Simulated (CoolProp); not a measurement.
Vapour-liquid equilibrium of R134a (1) + R141b (2) at 0.354 MPa; x and y are mole fractions of (1).

Values from CoolProp's multi-fluid Helmholtz-energy mixture model, Tillner-Roth 1994 and Lemmon 2006; pair parameters Bell 2016.

| x | bubble temperature, mixture model (K) | bubble temperature, Raoult's law (K) | y, mixture model | y, Raoult's law |
|---|---|---|---|---|
| 0.05 | 334.5 | 337.1 | (withheld) | 0.261 |
| 0.125 | 321.0 | 326.3 | 0.550 | 0.503 |
| 0.2 | 311.3 | 317.8 | 0.691 | 0.650 |
| 0.275 | 304.2 | 311.1 | 0.773 | 0.746 |
| 0.35 | 299.0 | 305.4 | 0.826 | 0.812 |
| 0.425 | 294.9 | 300.7 | 0.862 | 0.860 |
| 0.5 | (withheld) | 296.5 | 0.888 | 0.896 |
| 0.575 | 289.2 | 292.9 | (withheld) | 0.923 |
| 0.65 | 287.0 | 289.8 | 0.926 | 0.944 |
| 0.725 | (withheld) | 286.9 | 0.941 | 0.961 |
| 0.8 | 283.2 | 284.3 | 0.956 | 0.974 |
| 0.875 | 281.4 | 282.0 | (withheld) | 0.985 |
| 0.95 | 279.7 | 279.8 | 0.988 | 0.995 |

### Question
What belongs in the gaps?

### Answer

- 0.05, y, mixture model: 0.292
- 0.5, bubble temperature, mixture model (K): 291.8
- 0.575, y, mixture model: 0.909
- 0.725, bubble temperature, mixture model (K): 285.0
- 0.875, y, mixture model: 0.971

The largest gap from Raoult's law is -6.9 K in bubble temperature, at x = 0.275. No azeotrope shows between x = 0.05 and 0.95.

The pair parameters rest on a limited set of measurements; away from them the model extrapolates.
